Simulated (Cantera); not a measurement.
**Silicon oxide and oxynitride deposition: SiF4 + H2O + H2**

Charge: 1 mol SiF4, 0.97 mol H2O, 0.27 mol H2, equilibrated at 0.0585 Torr.

Cantera equilibrium calculation (NASA polynomials, part measured and part estimated; ideal gas, pure solids and liquids). Candidate condensed phases: H2O, Si, SiO2; 38 gas species. The tables' values for SiF3, SiF2 are old estimates; treat these amounts as uncertain. The tables hold silica as quartz up to 1696 K and as liquid above; real silica turns to tridymite and cristobalite and melts near 1996 K. The numbers say what is thermodynamically allowed, not how fast it happens.

```json
[
 {"T (K)": "1273", "x HF": "0.703", "x SiF4": "0.192", "x H2": "0.0993", "x SiO": "1.75e-7", "n SiO2(β-quartz)": "0.478"},
 {"T (K)": "1298", "x HF": "0.704", "x SiF4": "0.192", "x H2": "0.0992", "x SiO": "5.19e-7", "n SiO2(β-quartz)": "0.479"},
 {"T (K)": "1323", "x HF": "0.705", "x SiF4": "0.191", "x H2": "0.0991", "x SiO": "1.48e-6", "n SiO2(β-quartz)": "0.479"},
 {"T (K)": "1348", "x HF": "0.706", "x SiF4": "0.191", "x H2": "0.0990", "x SiO": "4.04e-6", "n SiO2(β-quartz)": "0.480"},
 {"T (K)": "1373", "x HF": "0.706", "x SiF4": "0.191", "x H2": "0.0989", "x SiO": "1.06e-5", "n SiO2(β-quartz)": "0.480"},
 {"T (K)": "1398", "x HF": "0.707", "x SiF4": "0.190", "x H2": "0.0987", "x SiO": "2.70e-5", "n SiO2(β-quartz)": "0.480"},
 {"T (K)": "1423", "x HF": "0.707", "x SiF4": "0.190", "x H2": "0.0984", "x SiO": "6.64e-5", "n SiO2(β-quartz)": "0.481"},
 {"T (K)": "1448", "x HF": "0.708", "x SiF4": "0.189", "x H2": "0.0980", "x SiO": "0.000157", "n SiO2(β-quartz)": "0.481"},
 {"T (K)": "1473", "x HF": "0.709", "x SiF4": "0.188", "x H2": "0.0974", "x SiO": "0.000361", "n SiO2(β-quartz)": "0.481"},
 {"T (K)": "1498", "x HF": "0.710", "x SiF4": "0.187", "x H2": "0.0963", "x SiO": "0.000798", "n SiO2(β-quartz)": "0.480"},
 {"T (K)": "1523", "x HF": "0.712", "x SiF4": "0.185", "x H2": "0.0946", "x SiO": "0.00170", "n SiO2(β-quartz)": "0.479"},
 {"T (K)": "1548", "x HF": "0.715", "x SiF4": "0.182", "x H2": "0.0917", "x SiO": "0.00347", "n SiO2(β-quartz)": "0.477"},
 {"T (K)": "1573", "x HF": "0.719", "x SiF4": "0.177", "x H2": "0.0869", "x SiO": "0.00670", "n SiO2(β-quartz)": "0.473"},
 {"T (K)": "1598", "x HF": "0.725", "x SiF4": "0.171", "x H2": "0.0796", "x SiO": "0.0121", "n SiO2(β-quartz)": "0.465"}
]
```
x: gas mole fraction; n: condensed amount in mol.

From 1273 K to 1598 K the condensed part is SiO2(β-quartz). The main Si-bearing gas is SiF4 throughout.
